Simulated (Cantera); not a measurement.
A Cantera script and its output.

```python
import numpy as np
import cantera as ct

gas = ct.Solution("gri30.yaml")
gas.TPX = 1350, 46000, {'N2O': 1, 'O2': 0.95}
reactor = ct.IdealGasConstPressureReactor(gas, energy="off", clone=False)
net = ct.ReactorNet([reactor])
net.rtol, net.atol = 1e-08, 1e-18
show = ['N2O', 'O2', 'NO2', 'NO', 'N2', 'O']
times = np.geomspace(0.0005, 7, 10)

steps = ct.SolutionArray(gas, extra=["t"])
rows = []
print(f"{'t/s':>10s}{'T/K':>9s}{'P/Pa':>11s}" + "".join(f"{s:>11s}" for s in show))
for t in times:
    while net.time < t:
        t_next = net.step()
        steps.append(gas.state, t=t_next)
    rows.append([np.interp(t, steps.t, y) for y in (steps.T, steps.P, *steps(*show).X.T)])
    print(f"{t:10.3e}{rows[-1][0]:9.1f}{rows[-1][1]:11.4g}" + "".join(f"{x:11.3e}" for x in rows[-1][2:]))
rate = np.gradient(steps.T, steps.t)
print("integrator steps:", len(steps.t))
if steps.T.max() > steps.T[0] + 200:
    print(f"time of steepest temperature rise: {steps.t[rate.argmax()]:.4e} s")
gas.TPX = 1350, 46000, {'N2O': 1, 'O2': 0.95}
gas.equilibrate("TP")
print(f"equilibrium (TP): T = {gas.T:.1f} K  " + "  ".join(f"{s} {gas[s].X[0]:.3e}" for s in show))
```

Output:

```
       t/s      T/K       P/Pa        N2O         O2        NO2         NO         N2          O
 5.000e-04   1350.0    4.6e+04  5.117e-01  4.873e-01  3.531e-08  1.472e-04  7.949e-04  1.397e-05
 1.444e-03   1350.0    4.6e+04  5.096e-01  4.876e-01  2.844e-07  4.331e-04  2.312e-03  1.397e-05
 4.172e-03   1350.0    4.6e+04  5.037e-01  4.884e-01  1.956e-06  1.249e-03  6.651e-03  1.395e-05
 1.205e-02   1350.0    4.6e+04  4.869e-01  4.907e-01  1.006e-05  3.533e-03  1.883e-02  1.388e-05
 3.481e-02   1350.0    4.6e+04  4.424e-01  4.967e-01  3.546e-05  9.576e-03  5.125e-02  1.367e-05
 1.005e-01   1350.0    4.6e+04  3.396e-01  5.108e-01  9.416e-05  2.330e-02  1.262e-01  1.302e-05
 2.904e-01   1350.0    4.6e+04  1.717e-01  5.344e-01  1.875e-04  4.447e-02  2.492e-01  1.091e-05
 8.390e-01   1350.0    4.6e+04  3.673e-02  5.552e-01  2.676e-04  5.791e-02  3.499e-01  5.220e-06
 2.423e+00   1350.0    4.6e+04  1.581e-03  5.617e-01  4.751e-04  5.887e-02  3.773e-01  7.207e-07
 7.000e+00   1350.0    4.6e+04  1.420e-06  5.621e-01  5.786e-04  5.873e-02  3.786e-01  4.698e-07
integrator steps: 1026
equilibrium (TP): T = 1350.0 K  N2O 2.078e-08  O2 5.915e-01  NO2 6.646e-06  NO 6.573e-04  N2 4.078e-01  O 4.816e-07
```

Detailed kinetics in Cantera: GRI-Mech 3.0 (53 species, 325 reactions). GRI-Mech 3.0 was tuned for natural gas; its chemistry of N2O as a main component is partial and can be far from experiment. The mechanism lacks the step 2 NO + O2 → 2 NO2, which can matter for NO2 below about 1400 K. The temperature is held fixed by assumption; the heat of reaction is taken as removed at once.
